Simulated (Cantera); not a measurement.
A perfectly stirred reactor is fed with C3H8 : O2 : N2 = 1 : 9.43 : 35.5 (molar parts), at 5250 Torr; it is adiabatic with a 750 K inlet, and is followed from long to short residence time, starting on the burning branch (τ in s: 0.2, 0.079, 0.031, 0.012, 0.0049, 0.002, 0.00078, 0.00031, 0.00012, 4.8e-05, 1.9e-05, 7.6e-06).

Cantera simulation using GRI-Mech 3.0 (53 species, 325 reactions); the numbers are that mechanism's predictions, not measurements. GRI-Mech 3.0 was tuned for natural gas; its chemistry of propane as a main component is partial and can be far from experiment.

**Question.** What does this change do: inlet temperature 750 to 300 K?

**Answer.** 
```csv
quantity,before,after
"blow-out, bracketed by the residence times tried","burning at 48.0 µs, out at 19.0 µs","burning at 2.00 ms, out at 0.780 ms"
x(C3H8) at τ = 0.200 s,7.66e-8,9.04e-7
x(O2) at τ = 0.200 s,0.0941,0.0944
x(H2O) at τ = 0.200 s,0.0848,0.0851
x(HO2) at τ = 0.200 s,1.85e-6,1.38e-6
x(CH2) at τ = 0.200 s,1.64e-9,1.18e-9
x(C3H8) at τ = 0.780 ms,8.39e-6,0.0218
x(O2) at τ = 0.780 ms,0.0950,0.205
x(H2O) at τ = 0.780 ms,0.0837,<1e-12
x(HO2) at τ = 0.780 ms,1.27e-5,<1e-12
x(CH2) at τ = 0.780 ms,2.85e-7,<1e-12
```
